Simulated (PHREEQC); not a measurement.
PHREEQC input (ion-association model, wateq4f.dat):

```
SOLUTION_SPECIES
  2 NO3- + 12 H+ + 10 e- = N2 + 6 H2O  # shut off: nitrate stays nitrate
    -log_k -100
    -delta_h 0
    -analytic -100
SOLUTION 1
  temp 80
  units mol/kgw
  pH 7 charge
  N(5) 0.0059
  K 0.0016
  S(6) 0.0074
  Cu(2) 0.0074
SOLUTION 2
  temp 80
  units mol/kgw
  pH 7 charge
  Br 0.077
  S(6) 0.0036
  Zn 0.0036
  Cl 0.00022
  Cu(2) 0.00011
END
SELECTED_OUTPUT 1
  -reset false
  -pH true
  -pe true
  -ionic_strength true
  -water true
  -totals Br Cl Cu K N S Zn Cu(1) Cu(2) N(5)
    N(3) N(0) N(-3) S(-2) S(6)
  -molalities H+ Br- Cl- Cu+2 K+ NO3- SO4-2 Zn+2 NH3 KSO4-
    HSO4- H2S HS- S-2 O2 NH4+ NH4SO4- OH- CuCl2- CuCl3-2
    Cu+ CuCl+ CuCl2 CuCl3- CuCl4-2 CuOH+ Cu(OH)2 Cu(OH)3- Cu(OH)4-2 Cu2(OH)2+2
    CuSO4 Cu(HS)3- ZnCl+ ZnCl2 ZnCl3- ZnCl4-2 ZnOH+ Zn(OH)2 Zn(OH)3- Zn(OH)4-2
    ZnOHCl Zn(HS)2 Zn(HS)3- ZnSO4 Zn(SO4)2-2 NO2- ZnBr+ ZnBr2
  -saturation_indices Cu(OH)2 Brochantite Antlerite Atacamite Cu2(OH)3NO3 Zn(OH)2-e Zn4(OH)6SO4 Zn5(OH)8Cl2 Chalcanthite Goslarite
PRINT
  -reset false
MIX 1
  1 1
  2 0
EQUILIBRIUM_PHASES 1
  O2(g) -0.68 10
END
# ... the last block is repeated for the other 20 points of share of solution B
```

Selected output (columns that matter, 10 of 21 rows; share of solution B added in front):

```
share of solution B	pH	mu	Br	Cl	Cu	K	N	S	Zn	si_Cu(OH)2	si_Brochantite	si_Antlerite	si_Atacamite	si_Cu2(OH)3NO3
0	2.6827	0.024903	0	0	0.0074	0.0016	0.0059	0.0074	0	-4.0491	-12.014	-7.8139	-1000	-6.5486
0.1	2.1682	0.029712	0.0077	2.2e-05	0.006671	0.00144	0.00531	0.00702	0.00036	-5.0965	-15.408	-10.161	-8.5412	-8.1807
0.2	1.9094	0.035368	0.0154	4.4e-05	0.005942	0.00128	0.00472	0.00664	0.00072	-5.6603	-17.332	-11.52	-9.1131	-9.107
0.35	1.6744	0.044383	0.02695	7.7e-05	0.0048485	0.00104	0.003835	0.00607	0.00126	-6.2276	-19.348	-12.969	-9.7742	-10.106
0.45	1.5659	0.050534	0.03465	9.9e-05	0.0041195	0.00088	0.003245	0.00569	0.00162	-6.5249	-20.438	-13.763	-10.153	-10.67
0.55	1.4788	0.056739	0.04235	0.000121	0.0033905	0.00072	0.002655	0.00531	0.00198	-6.7938	-21.446	-14.501	-10.519	-11.212
0.65	1.4064	0.062979	0.05005	0.000143	0.0026615	0.00056	0.002065	0.00493	0.00234	-7.054	-22.44	-15.235	-10.896	-11.774
0.8	1.3166	0.072377	0.0616	0.000176	0.001568	0.00032	0.00118	0.00436	0.00288	-7.4784	-24.095	-16.465	-11.567	-12.782
0.9	1.2658	0.07866	0.0693	0.000198	0.000839	0.00016	0.00059	0.00398	0.00324	-7.861	-25.611	-17.6	-12.232	-13.802
1	1.2205	0.084954	0.077	0.00022	0.00011	0	0	0.0036	0.0036	-8.8431	-29.537	-20.543	-14.106	-1000
```

Constants without temperature data keep their 25 °C values here.
